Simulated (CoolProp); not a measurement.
Saturated liquid density (kg/m³) of n-pentane: the reference equation beside estimates from Tc = 196.5 °C, pc = 3368 kPa, ω = 0.251. Rackett uses Z = 0.29056 − 0.08775 ω.

Model: reference Helmholtz-energy equation of state, Thol 2019, in CoolProp.

```csv
T (°C),reference,Rackett,van der Waals,Redlich-Kwong,Soave-Redlich-Kwong,Peng-Robinson
6.65,639.2,639.3,384.6,566.4,583.1,658.0
17.95,628.2,628.1,378.2,555.5,573.2,647.3
29.15,617.0,616.8,371.7,544.1,562.7,636.0
40.35,605.5,605.0,364.9,532.1,551.6,623.9
51.65,593.6,592.8,357.7,519.4,539.7,610.9
62.85,581.4,580.3,350.3,506.2,527.2,597.2
74.05,568.8,567.3,342.5,492.3,513.8,582.4
85.25,555.5,553.7,334.3,477.6,499.4,566.5
96.55,541.5,539.4,325.6,461.9,483.9,549.1
107.75,526.8,524.4,316.3,445.3,467.3,530.4
118.95,511.2,508.5,306.5,427.6,449.2,509.9
130.25,494.1,491.2,295.8,408.3,429.3,487.1
141.45,475.6,472.5,284.1,387.4,407.5,462.0
152.65,454.9,451.8,271.3,364.4,383.1,433.7
```

Absolute difference from the reference over all 14 rows, mean and median: Rackett 0.3 and 0.3 %, van der Waals 39.9 and 39.8 %, Redlich-Kwong 14.4 and 13.7 %, Soave-Redlich-Kwong 10.8 and 9.9 %, Peng-Robinson 2.4 and 2.8 %.
